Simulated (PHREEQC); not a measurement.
Model water analysis in mg/L, 79 °C, pH 2.8, pe 9.3:

```json
[
 {"constituent": "Na", "mg/L": "195"},
 {"constituent": "K", "mg/L": "16.3"},
 {"constituent": "Ca", "mg/L": "47.2"},
 {"constituent": "Mg", "mg/L": "48.6"},
 {"constituent": "Cl", "mg/L": "31.4"},
 {"constituent": "S(6) as SO4", "mg/L": "819"},
 {"constituent": "Al", "mg/L": "0.558"},
 {"constituent": "Sr", "mg/L": "7.92"},
 {"constituent": "O(0) (dissolved oxygen)", "mg/L": "5.74"},
 {"constituent": "Zn", "mg/L": "0.342"}
]
```

Valence states are taken as typed.

All values are PHREEQC results (ion-association model, phreeqc.dat), not measurements.

No solid was allowed to form.

**Question.** Order these S species by the share of S that they hold, largest first: NaSO4-, HSO4-, SO4-2, MgSO4, CaSO4.

**Answer.** SO4-2 (58 %), HSO4- (23 %), MgSO4 (13 %), CaSO4 (3.7 %), NaSO4- (1.8 %)

**Question.** Order these Ca species by the share of Ca that they hold, largest first: CaHSO4+, CaSO4, Ca+2.

**Answer.** Ca+2 (72 %), CaSO4 (27 %), CaHSO4+ (0.93 %)

The pH is 2.80 and the ionic strength 0.0204 mol/kgw. Species that the database lacks are ignored. Away from 25 °C the constants follow the database's enthalpies or fits; those with neither stay at their 25 °C values.
